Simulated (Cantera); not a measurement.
A Cantera script and its output.

```python
import numpy as np
import cantera as ct

gas = ct.Solution("gri30.yaml")
gas.TPX = 1725, 1200000, {'C3H8': 1, 'O2': 3.57, 'N2': 13.4}
reactor = ct.IdealGasReactor(gas, energy="on", clone=False)
net = ct.ReactorNet([reactor])
net.rtol, net.atol = 1e-08, 1e-16
show = ['C3H8', 'O2', 'CO2', 'O', 'HO2']
times = np.geomspace(3e-06, 6, 15)

steps = ct.SolutionArray(gas, extra=["t"])
rows = []
print(f"{'t/s':>10s}{'T/K':>9s}{'P/Pa':>11s}" + "".join(f"{s:>11s}" for s in show))
for t in times:
    while net.time < t:
        t_next = net.step()
        steps.append(gas.state, t=t_next)
    rows.append([np.interp(t, steps.t, y) for y in (steps.T, steps.P, *steps(*show).X.T)])
    print(f"{t:10.3e}{rows[-1][0]:9.1f}{rows[-1][1]:11.4g}" + "".join(f"{x:11.3e}" for x in rows[-1][2:]))
rate = np.gradient(steps.T, steps.t)
print("integrator steps:", len(steps.t))
if steps.T.max() > steps.T[0] + 200:
    print(f"time of steepest temperature rise: {steps.t[rate.argmax()]:.4e} s")
gas.TPX = 1725, 1200000, {'C3H8': 1, 'O2': 3.57, 'N2': 13.4}
gas.equilibrate("UV")
print(f"equilibrium (UV): T = {gas.T:.1f} K  " + "  ".join(f"{s} {gas[s].X[0]:.3e}" for s in show))
```

Output:

```
       t/s      T/K       P/Pa       C3H8         O2        CO2          O        HO2
 3.000e-06   3174.6    2.6e+06  6.641e-32  6.908e-03  3.313e-02  6.349e-03  1.440e-05
 8.457e-06   3312.5  2.686e+06  2.207e-32  3.867e-03  3.678e-02  3.604e-03  9.105e-06
 2.384e-05   3299.6  2.677e+06  2.749e-32  3.427e-03  3.610e-02  3.281e-03  8.137e-06
 6.720e-05   3297.7  2.675e+06  2.837e-32  3.366e-03  3.600e-02  3.237e-03  8.003e-06
 1.894e-04   3297.7  2.675e+06  2.837e-32  3.366e-03  3.600e-02  3.236e-03  8.003e-06
 5.339e-04   3297.7  2.675e+06  2.837e-32  3.366e-03  3.600e-02  3.236e-03  8.003e-06
 1.505e-03   3297.7  2.675e+06  2.837e-32  3.366e-03  3.600e-02  3.236e-03  8.003e-06
 4.243e-03   3297.7  2.675e+06  2.837e-32  3.366e-03  3.600e-02  3.236e-03  8.003e-06
 1.196e-02   3297.7  2.675e+06  2.837e-32  3.366e-03  3.600e-02  3.236e-03  8.003e-06
 3.371e-02   3297.7  2.675e+06  2.837e-32  3.366e-03  3.600e-02  3.236e-03  8.003e-06
 9.503e-02   3297.7  2.675e+06  2.837e-32  3.366e-03  3.600e-02  3.236e-03  8.003e-06
 2.679e-01   3297.7  2.675e+06  2.837e-32  3.366e-03  3.600e-02  3.236e-03  8.003e-06
 7.551e-01   3297.7  2.675e+06  2.837e-32  3.366e-03  3.600e-02  3.236e-03  8.003e-06
 2.129e+00   3297.7  2.675e+06  2.837e-32  3.366e-03  3.600e-02  3.236e-03  8.003e-06
 6.000e+00   3297.7  2.675e+06  2.837e-32  3.366e-03  3.600e-02  3.236e-03  8.003e-06
integrator steps: 1582
time of steepest temperature rise: 2.6657e-06 s
equilibrium (UV): T = 3297.7 K  C3H8 4.374e-32  O2 3.366e-03  CO2 3.600e-02  O 3.236e-03  HO2 8.003e-06
```

Computed with Cantera and GRI-Mech 3.0 (53 species, 325 reactions). GRI-Mech 3.0 was tuned for natural gas; its chemistry of propane as a main component is partial and can be far from experiment. The pressure lies above the range GRI-Mech 3.0 was tuned for (to about 10 atm). Above 3000 K some thermodynamic fits are extrapolated.
